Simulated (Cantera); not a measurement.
**Iron carbonyl, mercury and lead vapours: Hg + N₂ + O₂**

Charge: 1 mol Hg, 0.39 mol N₂, 0.019 mol O₂, held at 700 °C and 100 Pa.

These are equilibrium values from Cantera (NASA tables, ideal gas, pure condensed phases), not measurements of a reactor. Candidate condensed phases: Hg, HgO; 10 gas species. The numbers say what is thermodynamically allowed, not how fast it happens.

The x(Hg) is 0.710. The x(N₂) comes out as 0.277, the x(O₂) is 0.0135 and the x(NO) is 3.47e-6. The gas amount is 1.409 mol and the log10 activity of Hg(l) (absent) comes out as -4.85.
